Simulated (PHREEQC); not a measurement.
A solution holds 0.0025 mol/kgw CaCl2, 0.0067 mol/kgw CO2 and 0.00046 mol/kgw KCl, at 10 °C. Closed to the air; pH follows from the charge balance.

All values are PHREEQC results (Pitzer model, pitzer.dat), not measurements.

This is a speciation only: nothing precipitates in the calculation.

**Question.** Predict the pH, specific conductance, osmotic coefficient.

**Answer.** pH 4.32; specific conductance 480 µS/cm; osmotic coefficient 0.970.

Species that the database lacks are ignored. Away from 25 °C the constants follow the database's enthalpies or fits; those with neither stay at their 25 °C values.
